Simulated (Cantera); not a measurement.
A freely propagating, adiabatic, planar premixed flame of 7.46 % CH₄, 22.6 % O₂, 63.3 % N₂, 6.64 % H₂, equivalence ratio 0.81, unburnt at 375 K and 1.28 atm; mixture-averaged transport, grid criteria slope 0.08 and curve 0.16, no radiation.

Computed with Cantera and GRI-Mech 3.0 (53 species, 325 reactions). Burning velocities carry a grid error of a few per cent, more on coarse grids.

x: mole fraction of selected species; z is measured from the peak of heat release.

```
z (mm)   T (K)  u (m/s)     x CH₄    x O₂  x N₂O  x CH₂CO    x HCO     x HO₂
-------  -----  -------  --------  ------  -----  -------  -------  --------
-0.653     375     1.00    0.0747   0.226  <1e-8    <1e-8    <1e-8   1.38e-8
-0.435     376     1.00    0.0748   0.227  <1e-8    <1e-8    <1e-8   3.72e-7
-0.326     379     1.01    0.0748   0.227  <1e-8    <1e-8    <1e-8   2.54e-6
-0.218     410     1.09    0.0741   0.227  <1e-8  3.95e-8    <1e-8   3.18e-5
-0.109     776     2.06    0.0591   0.204  <1e-8  3.17e-6  3.45e-7  0.000320
-0.0544   1228     3.27    0.0356   0.164      ?  2.06e-5  1.24e-5  0.000278
0         1657     4.45   0.00996   0.112      ?  4.05e-5  6.48e-5  0.000197
0.0544    1852     4.98  0.000992  0.0786      ?  1.11e-5  2.70e-5   5.20e-5
0.109     1921     5.15   5.30e-5  0.0658      ?  8.72e-7  2.34e-6   2.41e-5
0.218     2003     5.33   1.62e-7  0.0584      ?    <1e-8  5.27e-8   1.68e-5
0.435     2102     5.56     <1e-8  0.0541      ?    <1e-8  1.93e-8   1.14e-5
0.870     2202     5.79     <1e-8  0.0510      ?    <1e-8    <1e-8   7.23e-6
1.74      2280     5.96     <1e-8  0.0488      ?    <1e-8    <1e-8   5.21e-6
```

### Question
Complete the blanks.

### Answer

- -0.0544, x N₂O: 3.13e-8
- 0, x N₂O: 8.21e-8
- 0.0544, x N₂O: 1.52e-7
- 0.109, x N₂O: 2.07e-7
- 0.218, x N₂O: 2.50e-7
- 0.435, x N₂O: 2.81e-7
- 0.870, x N₂O: 3.29e-7
- 1.74, x N₂O: 3.76e-7
